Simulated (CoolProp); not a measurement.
Vapour-liquid equilibrium of fluoroethane (R161) (1) + R134a (2) at -79.45 °C; x and y are mole fractions of (1).

Model: multi-fluid Helmholtz-energy mixture model, Wu 2012 and Tillner-Roth 1994; pair parameters Bell 2016, in CoolProp.

Give the bubble pressure and the first vapour's composition at x = 0.05, 0.15, 0.35. Is there an azeotrope?

x = 0.05: 0.04044 bar, y = 0.098; x = 0.15: 0.04467 bar, y = 0.270; x = 0.35: 0.05398 bar, y = 0.544. No azeotrope shows between x = 0.05 and 0.95.

Pair parameters are fitted to limited data, so mixtures are less certain than the pure fluids.
